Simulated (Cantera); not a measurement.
Input: 1 mol Al, a varied amount of O2, 130 mol N2, held at 1023.15 K and 48.0 Torr.

Method: chemical equilibrium by Gibbs-energy minimisation in Cantera with the NASA 1993 tables (ideal gas, pure condensed phases). Candidate condensed phases: Al, AlN, Al2O3; 16 gas species. Mutual solubility and eutectic melting of coexisting phases are not modelled. The numbers say what is thermodynamically allowed, not how fast it happens.

log p: log10 of the partial pressure in bar; n: condensed amount in mol.

```json
[
 {"n(O2) (mol)": "0.27", "log p N2": "-1.19", "log p O2": "<-13", "log p NO": "<-13", "log p NO2": "<-13", "n AlN(s)": "0.640", "n Al2O3(s)": "0.180"},
 {"n(O2) (mol)": "0.52", "log p N2": "-1.19", "log p O2": "<-13", "log p NO": "<-13", "log p NO2": "<-13", "n AlN(s)": "0.307", "n Al2O3(s)": "0.347"},
 {"n(O2) (mol)": "1", "log p N2": "-1.19", "log p O2": "-3.91", "log p NO": "(withheld)", "log p NO2": "-9.51", "n AlN(s)": "0", "n Al2O3(s)": "0.500"},
 {"n(O2) (mol)": "1.9", "log p N2": "-1.20", "log p O2": "-3.25", "log p NO": "(withheld)", "log p NO2": "-8.85", "n AlN(s)": "0", "n Al2O3(s)": "0.500"},
 {"n(O2) (mol)": "3.7", "log p N2": "-1.20", "log p O2": "-2.85", "log p NO": "(withheld)", "log p NO2": "-8.45", "n AlN(s)": "0", "n Al2O3(s)": "0.500"},
 {"n(O2) (mol)": "7", "log p N2": "-1.21", "log p O2": "-2.53", "log p NO": "(withheld)", "log p NO2": "-8.14", "n AlN(s)": "0", "n Al2O3(s)": "0.500"},
 {"n(O2) (mol)": "13", "log p N2": "-1.23", "log p O2": "-2.26", "log p NO": "(withheld)", "log p NO2": "-7.88", "n AlN(s)": "0", "n Al2O3(s)": "0.500"},
 {"n(O2) (mol)": "26", "log p N2": "-1.27", "log p O2": "-1.98", "log p NO": "(withheld)", "log p NO2": "-7.62", "n AlN(s)": "0", "n Al2O3(s)": "0.500"}
]
```

### Question
Fill in the missing entries.

### Answer

- 1, log p NO: -6.56
- 1.9, log p NO: -6.23
- 3.7, log p NO: -6.03
- 7, log p NO: -5.88
- 13, log p NO: -5.75
- 26, log p NO: -5.63
